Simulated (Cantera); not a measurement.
# Thermodynamics of fluorocarbon and chlorocarbon gases, feed C2F6 + HCl + H2

A closed system holds: 1 mol C2F6, 1.2 mol HCl, 4.8 mol H2, equilibrated at 24.8 Torr.

Method: chemical equilibrium by Gibbs-energy minimisation in Cantera with the NASA 1993 tables (ideal gas, pure condensed phases). Candidate condensed phases: C, C6H6, C7H8, C8H18; 118 gas species. The feed counts by its element totals alone. Equilibrium is a limit: real reactors are often held back by kinetics, nucleation or transport.

```
T (K)   x HF   x H2   x HCl     x H     x Cl  n C(graphite)
-----  -----  -----  ------  ------  -------  -------------
2148   0.662  0.195   0.127  0.0101  0.00484           1.99
2198   0.660  0.194   0.126  0.0135  0.00636           1.99
2248   0.658  0.192   0.123  0.0177  0.00824           1.99
2298   0.655  0.190   0.121  0.0230   0.0105           1.98
2348   0.652  0.187   0.117  0.0294   0.0132           1.98
2398   0.649  0.183   0.113  0.0371   0.0164           1.98
2448   0.644  0.179   0.109  0.0463   0.0200           1.97
2498   0.639  0.174   0.104  0.0572   0.0241           1.96
2548   0.633  0.168  0.0980  0.0697   0.0287           1.95
2598   0.626  0.161  0.0918  0.0840   0.0336           1.94
```
x: gas mole fraction; n: condensed amount in mol.

From 2148 K to 2598 K the condensed part is C(graphite). The main C-bearing gas is C2H2 (acetylene) throughout. The share of C in condensed phases is highest at 2148 K (99.7 %) and lowest at 2598 K (97.2 %).
